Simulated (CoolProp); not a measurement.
A single-stage vapour-compression cycle with the fluid: evaporating at 325.15 K (dew point), condensing at 371.15 K (bubble point), superheat 10 K, subcooling 2 K, compressor efficiency 0.75, no pressure losses. The same conditions are run with several fluids, on thermodynamics alone (safety and materials aside).

Computed with CoolProp (reference Helmholtz-energy equation of state of each fluid (propyne: Polt 1992; R123: Younglove 1994; n-pentane: Thol 2019; n-perfluorobutane: Gao 2022; dimethyl ether: Wu 2011; cyclopropane: Polt 1992)). The equations of Platzer and Polt are older, rougher fits.

Q: Rank propyne, R123, n-pentane, n-perfluorobutane, dimethyl ether, cyclopropane by cooling COP, highest first.

A: R123 (4.34), n-pentane (4.27), propyne (3.92), dimethyl ether (3.83), cyclopropane (3.79), n-perfluorobutane (2.44)

| fluid | pressure ratio | discharge temperature (K) | refrigerating effect (kJ/kg) | volumetric capacity (kJ/m³) |
|---|---|---|---|---|
| propyne | 2.70 | 399.4 | 309 | 6280 |
| R123 | 3.33 | 381.4 | 119 | 1580 |
| n-pentane | 3.35 | 373.0 | 250 | 1160 |
| n-perfluorobutane | 2.90 | 371.2 | 29.6 | 1750 |
| dimethyl ether | 2.64 | 394.5 | 249 | 5940 |
| cyclopropane | 2.50 | 394.7 | 253 | 6560 |

The compression ends wet for: n-perfluorobutane.
